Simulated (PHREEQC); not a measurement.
Ca(OH)2 is added in steps, without added water, to 1 kg of water holding 0.0085 mol/kgw SrCl2, 0.00054 mol/kgw Na2SO4 and 0.0082 mol/kgw NaCl, at 60 °C. O2 is buffered at 0.21 atm. CO2 from the air is kept out. Solids allowed: Gypsum, Celestite, Portlandite, Halite, Mirabilite. Others were left out.

Base run: PHREEQC, ion-association model, wateq4f.dat. Each further column changes one thing. The table gives pH.

| Ca(OH)2 added (mol) | base | temperature from 60 to 45 °C | diluted 2-fold with water | Na2SO4 replaced by NaHCO3 at the same molality |
|---|---|---|---|---|
| 0 | 6.51 | 6.69 | 6.51 | 6.69 |
| 2.375e-05 | 8.63 | 9.00 | 8.65 | 6.72 |
| 4.75e-05 | 8.93 | 9.30 | 8.95 | 6.76 |
| 7.125e-05 | 9.10 | 9.48 | 9.12 | 6.79 |
| 9.5e-05 | 9.23 | 9.60 | 9.25 | 6.84 |
| 0.0001187 | 9.32 | 9.70 | 9.35 | 6.89 |
| 0.0001425 | 9.40 | 9.78 | 9.42 | 6.95 |
| 0.0001663 | 9.47 | 9.85 | 9.49 | 7.02 |
| 0.00019 | 9.53 | 9.90 | 9.55 | 7.12 |

Away from 25 °C the constants follow the database's enthalpies or fits; those with neither stay at their 25 °C values. Solids allowed in the column 'Na2SO4 replaced by NaHCO3 at the same molality': Calcite, Portlandite, Strontianite, Halite, Nahcolite, Natron.
